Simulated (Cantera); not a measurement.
Low-pressure radical oxidation in H2/O2

A perfectly stirred reactor is fed with 8.30 % H2, 87.3 % O2, 4.37 % H2O, at 0.0130 bar; it is held at 1125 K, and followed from long to short residence time.

Detailed kinetics in Cantera: GRI-Mech 3.0 (53 species, 325 reactions). Radical loss at walls, strong at low pressure, is not modelled. The temperature is held fixed by assumption; the heat of reaction is taken as removed at once.

```csv
τ (s),x H2,x O2,x H2O,x HO2,x OH,x H
11,8.39e-5,0.867,0.132,1.40e-6,0.000495,2.27e-5
4.0,0.000159,0.867,0.131,2.17e-6,0.000695,6.22e-5
1.4,0.000307,0.866,0.131,3.20e-6,0.000988,0.000176
0.50,0.000576,0.864,0.130,4.40e-6,0.00139,0.000481
0.18,0.00106,0.861,0.129,5.65e-6,0.00196,0.00127
0.063,0.00196,0.856,0.126,6.80e-6,0.00273,0.00325
0.022,0.00357,0.848,0.121,7.63e-6,0.00370,0.00737
0.0079,0.00639,0.839,0.113,8.03e-6,0.00474,0.0134
0.0028,0.0120,0.835,0.103,8.07e-6,0.00576,0.0187
0.0010,0.0240,0.838,0.0902,7.76e-6,0.00638,0.0193
0.00035,0.0494,0.853,0.0688,6.78e-6,0.00515,0.0118
```
x: mole fraction; the columns are a selection and need not sum to one.
